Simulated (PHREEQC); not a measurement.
3.4 g of hydrous ferric oxide (600 m²/g; 0.2 weak and 0.005 strong sites per Fe, Dzombak-Morel constants, diffuse double layer) in 1 kg of water with 0.005 mol/kgw of an inert sodium salt and 0.00058 mol/kgw NaF, at 25 °C; the pH is set by adding NaOH or the inert anion's acid. O2 is buffered at 0.21 atm. The system is closed to CO2. Nothing may precipitate in this run.

Base run: PHREEQC, ion-association model, wateq4f.dat. Each further column changes one thing. The table gives F sorbed (%).

| pH | base | background salt from 0.005 to 0.0005 mol/kgw | oxide from 3.4 to 17 g/kgw |
|---|---|---|---|
| 4 | 99.6 | 99.8 | 99.9 |
| 4.38 | 99.4 | 99.6 | 99.9 |
| 5.12 | 98.5 | 99.0 | 99.7 |
| 5.5 | 97.2 | 98.0 | 99.5 |
| 5.88 | 94.7 | 95.9 | … |
| 6.62 | 81.5 | 83.6 | 96.4 |
| 7 | 67.6 | 69.9 | 92.4 |
| 7.38 | 49.6 | … | … |
| 8.12 | 17.9 | 18.5 | … |
| 8.5 | 8.9 | 9.0 | … |
| 8.88 | 4.1 | 4.1 | 17.8 |
| 9.62 | 0.9 | 0.8 | … |
| 10 | 0.4 | 0.4 | 2.1 |

Question: Fill in the missing entries.

Answer: 
- 5.88, oxide from 3.4 to 17 g/kgw: 99.1
- 7.38, background salt from 0.005 to 0.0005 mol/kgw: 51.6
- 7.38, oxide from 3.4 to 17 g/kgw: 84.6
- 8.12, oxide from 3.4 to 17 g/kgw: 52.7
- 8.5, oxide from 3.4 to 17 g/kgw: 32.9
- 9.62, oxide from 3.4 to 17 g/kgw: 4.4
